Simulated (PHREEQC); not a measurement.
Solution (25 °C): 0.0088 mol HF per kg of water. Closed to the air; pH follows from the charge balance.

Computed with PHREEQC (ion-association model, phreeqc.dat).

This is a speciation only: nothing precipitates in the calculation.

**Question.** Order these F species by the share of F that they hold, largest first: F-, HF, HF2-.

**Answer.** HF (74 %), F- (25 %), HF2- (1.2 %)

The pH is 2.67 and the ionic strength 0.00222 mol/kgw.
